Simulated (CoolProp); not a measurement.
A single-stage vapour-compression cycle with R124: evaporating at 305.15 K (dew point), condensing at 356.15 K (bubble point), superheat 8 K, subcooling 5 K, compressor efficiency 0.85, no pressure losses. Each further row changes one setting.

Values from CoolProp's reference Helmholtz-energy equation of state, de Vries 1995.

```
case                              cooling COP  pressure ratio  discharge temperature (K)  refrigerating effect (kJ/kg)  volumetric capacity (kJ/m³)
--------------------------------  -----------  --------------  -------------------------  ----------------------------  ---------------------------
as stated                                3.75            3.56                      363.2                          92.7                         2580
evaporating temperature 310.15 K         4.35            3.08                      363.2                          95.5                         3070
condensing temperature 351.15 K          4.36            3.19                      358.3                          99.2                         2770
subcooling 10 K                          4.01            3.56                      363.2                          99.3                         2770
superheat 18 K                           3.86            3.56                      372.3                           101                         2690
compressor efficiency 0.75               3.30            3.56                      366.2                          92.7                         2580
```
